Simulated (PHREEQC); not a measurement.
A column of 0.1 m (40 cells, dispersivity 0.005 m, 3600 s a shift, diffusion coefficient 3e-10 m²/s) holds 0.0019 eq of the database's cation exchanger X per kg of pore water, first in equilibrium with 0.029 mol/kgw KCl, 0.016 mol/kgw Na2SO4 and 1e-05 mol/kgw HCl. It is flushed with 0.36 mmol/kgw MgSO4 and 0.01 mmol/kgw HCl, at 40 °C. Values are for the last cell. The system is closed to CO2. Precipitation was switched off in this run.

Model: ion-association model, phreeqc.dat, run in PHREEQC.

```csv
pore volumes,Na in solution (mol/kgw),K in solution (mol/kgw),Mg in solution (mol/kgw),Cl in solution (mol/kgw),S in solution (mol/kgw),KX on the exchanger (mol/kgw),MgX2 on the exchanger (mol/kgw)
0,0.0320,0.0290,0,0.0290,0.0160,0.00153,0
0.2625,0.0320,0.0290,2.54e-10,0.0290,0.0160,0.00153,2.45e-11
0.7625,0.0241,0.0219,1.07e-5,0.0218,0.0121,0.00153,1.84e-6
1.012,0.0136,0.0125,7.53e-6,0.0122,0.00695,0.00153,4.28e-6
1.512,0.00257,0.00259,3.76e-7,0.00214,0.00151,0.00155,6.26e-6
1.762,0.00108,0.00123,7.72e-8,0.000776,0.000773,0.00158,6.35e-6
2.013,0.000522,0.000740,2.54e-8,0.000271,0.000501,0.00164,6.37e-6
2.513,0.000169,0.000609,1.43e-8,3.76e-5,0.000375,0.00178,6.40e-6
2.763,8.96e-5,0.000648,1.53e-8,1.87e-5,0.000365,0.00183,6.41e-6
3.263,1.80e-5,0.000704,1.72e-8,1.08e-5,0.000360,0.00188,6.43e-6
3.513,5.82e-6,0.000676,1.93e-5,1.03e-5,0.000360,0.000551,0.000674
3.763,1.32e-6,0.000124,0.000298,1.01e-5,0.000360,3.01e-5,0.000935
4.263,1.07e-7,1.10e-5,0.000354,1.00e-5,0.000360,2.47e-6,0.000949
4.513,3.25e-8,3.69e-6,0.000358,1.00e-5,0.000360,8.28e-7,0.000950
4.763,1.00e-8,1.29e-6,0.000359,1.00e-5,0.000360,2.90e-7,0.000950
5.263,9.88e-10,1.70e-7,0.000360,1.00e-5,0.000360,3.81e-8,0.000950
5.513,3.13e-10,6.33e-8,0.000360,1.00e-5,0.000360,1.41e-8,0.000950
6.013,3.20e-11,8.98e-9,0.000360,1.00e-5,0.000360,2.01e-9,0.000950
6.263,1.03e-11,3.42e-9,0.000360,1.00e-5,0.000360,7.65e-10,0.000950
6.513,3.30e-12,1.31e-9,0.000360,1.00e-5,0.000360,2.93e-10,0.000950
7.013,3.44e-13,1.94e-10,0.000360,1.00e-5,0.000360,4.34e-11,0.000950
7.263,1.11e-13,7.51e-11,0.000360,1.00e-5,0.000360,1.68e-11,0.000950
7.763,1.16e-14,1.13e-11,0.000360,1.00e-5,0.000360,2.52e-12,0.000950
8.012,0,4.39e-12,0.000360,1.00e-5,0.000360,9.80e-13,0.000950
```

At this temperature some constants are extrapolated from 25 °C, and those without enthalpy data are left unchanged.
